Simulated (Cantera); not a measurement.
An isothermal, constant-pressure homogeneous reactor starts with 22.3 % H2, 13.1 % O2, 58.9 % N2, 5.76 % H2O, at 1225 K and 0.120 bar.

Cantera simulation using the H2/O2 subset of GRI-Mech 3.0, which has no nitrogen chemistry; the numbers are that mechanism's predictions, not measurements. The temperature is held fixed by assumption; the heat of reaction is taken as removed at once.

x: mole fraction; the columns are a selection and need not sum to one.

| t (s) | x H2 | x O2 | x H2O | x HO2 | x O | x OH | x H2O2 |
|---|---|---|---|---|---|---|---|
| 3.00e-5 | 0.223 | 0.131 | 0.0576 | 1.17e-8 | 2.56e-9 | 1.53e-9 | 3.51e-11 |
| 0.000184 | 0.222 | 0.131 | 0.0576 | ? | ? | ? | ? |
| 0.00113 | 0.0247 | 0.0389 | 0.253 | 7.15e-6 | 0.00697 | 0.00416 | 1.09e-6 |
| 0.00692 | 0.00339 | 0.0235 | 0.310 | 4.21e-6 | 0.000470 | 0.00115 | 1.05e-6 |
| 0.0424 | ? | 0.0221 | 0.315 | ? | ? | ? | ? |
| 0.260 | 4.77e-6 | 0.0221 | 0.315 | 3.99e-8 | 6.52e-7 | 4.31e-5 | 1.40e-8 |
| 1.60 | 4.96e-7 | 0.0221 | 0.315 | 5.39e-9 | 7.21e-8 | 1.43e-5 | 1.80e-9 |
| 9.78 | 1.39e-7 | 0.0221 | 0.315 | 3.40e-9 | 1.95e-8 | 7.46e-6 | 5.19e-10 |
| 60.0 | 1.30e-7 | 0.0221 | 0.315 | 3.40e-9 | 1.82e-8 | 7.20e-6 | 4.84e-10 |

Fill in the missing entries.


- 0.000184, x HO2: 7.56e-7
- 0.000184, x O: 3.75e-6
- 0.000184, x OH: 2.19e-6
- 0.000184, x H2O2: 4.27e-9
- 0.0424, x H2: 0.000108
- 0.0424, x HO2: 6.95e-7
- 0.0424, x O: 1.33e-5
- 0.0424, x OH: 0.000193
- 0.0424, x H2O2: 1.61e-7
